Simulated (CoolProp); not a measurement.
A simple Rankine cycle with water: condensing at 316.15 K, boiler at 0.461 MPa, turbine inlet 436.9 K, turbine efficiency 0.7, pump efficiency 0.8, no recuperator. Each further row changes one setting.

Model: reference Helmholtz-energy equation of state, Wagner 2002, in CoolProp.

```tsv
case	thermal efficiency (%)	net work (kJ/kg)	heat in (kJ/kg)	turbine exit temperature (K)	volume ratio over the turbine
as stated	16.2	421	2600	316.2	36.2
turbine inlet 456.9 K	16.3	430	2640	316.2	34.9
condensing temperature 308.15 K	17.3	457	2630	308.1	53.7
boiler pressure 0.323 MPa	14.9	388	2610	316.2	25.6
turbine efficiency 0.6	13.9	361	2600	316.2	37.2
```

The expansion ends wet for: as stated; turbine inlet 456.9 K; condensing temperature 308.15 K; boiler pressure 0.323 MPa; turbine efficiency 0.6.
